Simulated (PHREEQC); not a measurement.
## Metal-bearing waste water: an equilibrium model

Solution (52 °C): 0.0011 mol/kgw CdCl2, 0.00085 mol/kgw CuCl2, 0.00017 mol/kgw NaF and 0.038 mol/kgw Na2SO4. Closed to the air; pH follows from the charge balance.

Model: acid-base model without metal-ligand complexes, phreeqc.dat, run in PHREEQC.

Precipitation was switched off in this run.

**Question.** Estimate the pH.

**Answer.** pH 5.39.

**Question.** In which forms is Cu present?

**Answer.** Cu+2 98 %, Cu2(OH)2+2 2.0 % of the Cu.

Away from 25 °C the constants follow the database's enthalpies or fits; those with neither stay at their 25 °C values.
